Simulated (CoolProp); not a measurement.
R1336mzz(E) at several states: density (kg/m³) from the reference equation and from simpler models built on Tc = 403.5 K, pc = 2779 kPa, ω = 0.413; each cubic takes its own stable root.

Values from CoolProp's reference Helmholtz-energy equation of state, Akasaka 2023.

```tsv
T (K)	p (kPa)	phase	reference
385.3	20.3	gas	1.043
407.5	5700	supercritical	921.3
250.1	26.3	liquid	1458
```

How far does each simpler model (Redlich-Kwong, Soave-Redlich-Kwong) lie from the reference over these 3 states: mean and median of the absolute difference, and the worst?


- Redlich-Kwong: mean 38.9 %, median 16.8 %, worst -99.9 % at 250.1 K and 26.3 kPa
- Soave-Redlich-Kwong: mean 9.9 %, median 12.1 %, worst -17.5 % at 407.5 K and 5700 kPa

At some of these states Redlich-Kwong gives the other phase, because its saturation line lies elsewhere.
